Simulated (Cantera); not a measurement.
A closed system holds: 1 mol Si, 5.5 mol HCl, 2.6 mol H2, held at 973 K and 0.133 bar.

Equilibrium computed with Cantera from the NASA thermochemical tables; the gas is ideal and each condensed phase is pure. Candidate condensed phases: Si; 19 gas species. The tables' values for SiCl3 are old estimates; treat these amounts as uncertain. The numbers say what is thermodynamically allowed, not how fast it happens.

Base state: H2 0.645, HCl 0.214, SiCl4 0.138, SiHCl3 0.00235, SiCl3 9.75e-5 (mole fractions); condensed: gas only.

Task: What changes in the equilibrium state with this change: temperature from 973 K to 798.15 K?

Result: 
```
species   before     after
-------  -------  --------
H2         0.645     0.648
HCl        0.214     0.212
SiCl4      0.138     0.140
SiCl3    9.75e-5   8.61e-7
SiHCl3   0.00235  0.000379
```
